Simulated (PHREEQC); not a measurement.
1.1 g of hydrous ferric oxide (600 m²/g; 0.2 weak and 0.005 strong sites per Fe, Dzombak-Morel constants, diffuse double layer) in 1 kg of water with 0.1 mol/kgw of an inert sodium salt, at 25 °C; the pH is set by adding NaOH or the inert anion's acid. O2 is buffered at 0.21 atm. CO2 from the air is kept out. No solid was allowed to form.

The numbers come from PHREEQC with the ion-association model, wateq4f.dat.

Problem. Predict surface charge σ (C/m²), surface potential ψ (mV) at pH = 4.5, 5.5, 6.5, 8.5, 9.

Solution. 
```tsv
pH	surface charge σ (C/m²)	surface potential ψ (mV)
4.5	0.273	138
5.5	0.159	111
6.5	0.074	74
8.5	-0.014	-19
9	-0.034	-42
```

The oxide is taken as insoluble; below pH 4 it would dissolve.
